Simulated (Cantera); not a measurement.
A freely propagating, adiabatic, planar premixed flame of 9.42 % CH4, 18.8 % O2, 70.8 % N2, 0.942 % CO2, unburnt at 550 K and 518 Torr; mixture-averaged transport, grid criteria slope 0.08 and curve 0.16, no radiation.

Detailed kinetics in Cantera: GRI-Mech 3.0 (53 species, 325 reactions). Burning velocities carry a grid error of a few per cent, more on coarse grids.

x: mole fraction of selected species; z is measured from the peak of heat release.

```json
[
 {"z (mm)": "-1.45", "T (K)": "550", "u (m/s)": "1.15", "x CH4": "0.0941", "x O2": "0.188", "x NO": "<1e-8", "x CO2": "0.00941", "x N2O": "<1e-8", "x C2H6": "1.93e-8"},
 {"z (mm)": "-0.969", "T (K)": "551", "u (m/s)": "1.15", "x CH4": "0.0938", "x O2": "0.188", "x NO": "<1e-8", "x CO2": "0.00940", "x N2O": "<1e-8", "x C2H6": "3.98e-7"},
 {"z (mm)": "-0.727", "T (K)": "557", "u (m/s)": "1.17", "x CH4": "0.0932", "x O2": "0.187", "x NO": "1.09e-8", "x CO2": "0.00938", "x N2O": "<1e-8", "x C2H6": "3.01e-6"},
 {"z (mm)": "-0.485", "T (K)": "600", "u (m/s)": "1.27", "x CH4": "0.0898", "x O2": "0.184", "x NO": "[?]", "x CO2": "0.00948", "x N2O": "<1e-8", "x C2H6": "[?]"},
 {"z (mm)": "-0.242", "T (K)": "951", "u (m/s)": "2.04", "x CH4": "0.0665", "x O2": "0.155", "x NO": "1.54e-6", "x CO2": "0.0123", "x N2O": "<1e-8", "x C2H6": "0.000760"},
 {"z (mm)": "-0.121", "T (K)": "1357", "u (m/s)": "2.94", "x CH4": "0.0374", "x O2": "0.115", "x NO": "4.01e-6", "x CO2": "0.0185", "x N2O": "1.48e-8", "x C2H6": "0.000931"},
 {"z (mm)": "0", "T (K)": "1743", "u (m/s)": "3.81", "x CH4": "0.00934", "x O2": "0.0669", "x NO": "8.66e-6", "x CO2": "0.0298", "x N2O": "3.46e-8", "x C2H6": "0.000100"},
 {"z (mm)": "0.121", "T (K)": "1903", "u (m/s)": "4.16", "x CH4": "0.000753", "x O2": "0.0383", "x NO": "1.47e-5", "x CO2": "0.0430", "x N2O": "5.82e-8", "x C2H6": "5.30e-7"},
 {"z (mm)": "0.242", "T (K)": "1944", "u (m/s)": "4.24", "x CH4": "3.09e-5", "x O2": "0.0282", "x NO": "1.88e-5", "x CO2": "0.0534", "x N2O": "7.28e-8", "x C2H6": "<1e-8"},
 {"z (mm)": "0.485", "T (K)": "1986", "u (m/s)": "4.31", "x CH4": "7.55e-8", "x O2": "0.0231", "x NO": "2.28e-5", "x CO2": "0.0638", "x N2O": "7.78e-8", "x C2H6": "<1e-8"},
 {"z (mm)": "0.969", "T (K)": "2041", "u (m/s)": "4.40", "x CH4": "<1e-8", "x O2": "0.0204", "x NO": "2.83e-5", "x CO2": "0.0694", "x N2O": "7.88e-8", "x C2H6": "<1e-8"},
 {"z (mm)": "1.94", "T (K)": "2110", "u (m/s)": "4.53", "x CH4": "<1e-8", "x O2": "0.0179", "x NO": "3.81e-5", "x CO2": "0.0726", "x N2O": "8.40e-8", "x C2H6": "<1e-8"},
 {"z (mm)": "3.88", "T (K)": "2183", "u (m/s)": "4.67", "x CH4": "<1e-8", "x O2": "[?]", "x NO": "[?]", "x CO2": "0.0765", "x N2O": "[?]", "x C2H6": "<1e-8"}
]
```

Question: What belongs in the gaps?

Answer: 
- -0.485, x NO: 1.12e-7
- -0.485, x C2H6: 4.64e-5
- 3.88, x O2: 0.0151
- 3.88, x NO: 5.65e-5
- 3.88, x N2O: 9.30e-8
